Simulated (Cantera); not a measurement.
A closed system holds: 1 mol S, 3.6 mol H₂O, 2.1 mol O₂, held at 2748 K and 75.0 Torr.

These are equilibrium values from Cantera (NASA tables, ideal gas, pure condensed phases), not measurements of a reactor. Candidate condensed phases: H₂O, H₂SO₄, S; 19 gas species. Kinetics and transport are ignored.

What is the equilibrium state?


```
Quantity                            Result
-------------------------------  ---------
x(H₂O)                               0.415
x(O₂)                                0.167
x(SO₂)                               0.131
x(OH)                                0.100
x(H₂)                               0.0571
x(O)                                0.0569
x(H)                                0.0513
x(SO)                               0.0208
x(S)                              0.000757
gas amount                       6.565 mol
log10 activity of S(l) (absent)      -5.00
```
